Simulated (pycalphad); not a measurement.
An equivalent pycalphad script:

```python
from pycalphad import Database, equilibrium, calculate, variables as v
import numpy as np
db = Database('COST507.tdb')
comps = ['TI', 'B', 'VA']
phases = ['B2M', 'B2TI', 'B4M3', 'B4TI3', 'BCC_A2', 'BETA_RHOMBO_B', 'BM', 'BTI', 'HCP_A3', 'LIQUID']
eq = equilibrium(db, comps, phases, {v.X('B'): 0.542, v.T: np.arange(3700, 499, -75), v.P: 101325, v.N: 1}, output=['HM', 'SM'])
```

Computed with pycalphad from the COST 507 light-alloy database (1999), at 1 atm. No gas phase is included, though pure Ti would boil below 3427 °C. The database dates from 1999; later assessments differ in places, in temperatures and in the compounds included. Phase fractions are per mole of atoms. Diffusion is slow at the low end, where real alloys seldom reach equilibrium.

Results at three of the temperatures:

```
T = 2800.00 K, P = 101325 Pa, N = 1 mol of atoms
G = -230799 J/mol, H = 11181 J/mol, S = 86.42 J/(mol K)  (SER reference)
chemical potentials (J/mol): Ti -245543, B -218341
phase             fraction      x(Ti)       x(B)
LIQUID              0.5509     0.5596     0.4404
B2M                 0.4491     0.3333     0.6667
```

```
T = 1750.00 K, P = 101325 Pa, N = 1 mol of atoms
G = -155246 J/mol, H = -49237 J/mol, S = 60.58 J/(mol K)  (SER reference)
chemical potentials (J/mol): Ti -118737, B -186096
phase             fraction      x(Ti)       x(B)
B4M3                0.5880     0.4286     0.5714
BM                  0.4120     0.5000     0.5000
```

```
T = 925.00 K, P = 101325 Pa, N = 1 mol of atoms
G = -112760 J/mol, H = -74819 J/mol, S = 41.02 J/(mol K)  (SER reference)
chemical potentials (J/mol): Ti -49495, B -166221
phase             fraction      x(Ti)       x(B)
B4M3                0.5880     0.4286     0.5714
BM                  0.4120     0.5000     0.5000
```

Changes of the phase set, refined by bisection:

```
T (°C)   phases above   phases below
------  -------------  -------------
2983.8         LIQUID   B2M + LIQUID
2200.9   B2M + LIQUID  B4M3 + LIQUID
2182.9  B4M3 + LIQUID      B4M3 + BM
```

Database names, with the compositions (at.%) that they take in these runs: B2M: B 67 Ti 33; B4M3: B 57 Ti 43; BM: Ti 50 B 50.
